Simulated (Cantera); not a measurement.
Feed: 1 mol CaCl2, 0.15 mol O2, 250 mol N2, equilibrated at 1948.15 K and 0.00900 Torr.

Equilibrium computed with Cantera from the NASA thermochemical tables; the gas is ideal and each condensed phase is pure. Candidate condensed phases: Ca, CaCl2, CaO; 17 gas species. The numbers say what is thermodynamically allowed, not how fast it happens.

Base state: N2 0.989, Cl 0.00632, Ca 0.00289, O 0.000953, CaCl 0.000541, CaCl2 0.000522, NO 0.000120, O2 5.51e-5 (mole fractions); condensed: gas only.

Task: What changes in the equilibrium state with this change: pressure from 0.00900 Torr to 75.0 Torr?

Result: 
```tsv
species	before	after
N2	0.989	0.995
CaCl2	0.000522	0.00358
Cl	0.00632	0.000796
Ca	0.00289	1.80e-8
CaCl	0.000541	3.54e-6
O	0.000953	2.26e-5
O2	5.51e-5	0.000257
CaO(s), mol	0	0.0996
```
Condensed phases not in the tables: oxide chlorides.

Task: What changes in the equilibrium state with this change: temperature from 1948.15 K to 1850 K?

Result: 
```
species        before     after
-----------  --------  --------
N2              0.989     0.991
Cl            0.00632   0.00379
CaCl2        0.000522   0.00176
Ca            0.00289   0.00144
O2            5.51e-5  0.000133
O            0.000953  0.000643
NO           0.000120  0.000139
CaO(s), mol         0    0.0349
```
Condensed phases not in the tables: oxide chlorides.
